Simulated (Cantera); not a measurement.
A perfectly stirred reactor is fed with 6.31 % CH₄, 0.290 % H₂, 19.6 % O₂, 73.8 % N₂, equivalence ratio 0.65, at 1050 Torr; it is adiabatic with a 450 K inlet, and is followed from long to short residence time, starting on the burning branch (τ in s: 0.037, 0.015, 0.0061, 0.0025, 0.001, 0.00042, 0.00017, 6.9e-05, 2.8e-05, 1.2e-05, 4.7e-06).

Cantera simulation using GRI-Mech 3.0 (53 species, 325 reactions); the numbers are that mechanism's predictions, not measurements.

Question: Predict: blow-out, bracketed by the residence times tried; x(CH₄) at τ = 37.0 ms; x(H₂) at τ = 37.0 ms; x(O₂) at τ = 37.0 ms; x(CH₂CO) at τ = 37.0 ms; x(CH₄) at τ = 0.420 ms; x(H₂) at τ = 0.420 ms; x(O₂) at τ = 0.420 ms; x(CH₂CO) at τ = 0.420 ms.

Answer: blow-out, bracketed by the residence times tried: burning at 0.170 ms, out at 69.0 µs
x(CH₄) at τ = 37.0 ms: 1.45e-5
x(H₂) at τ = 37.0 ms: 0.000197
x(O₂) at τ = 37.0 ms: 0.0685
x(CH₂CO) at τ = 37.0 ms: 1.53e-9
x(CH₄) at τ = 0.420 ms: 0.000322
x(H₂) at τ = 0.420 ms: 0.00248
x(O₂) at τ = 0.420 ms: 0.0728
x(CH₂CO) at τ = 0.420 ms: 1.39e-7
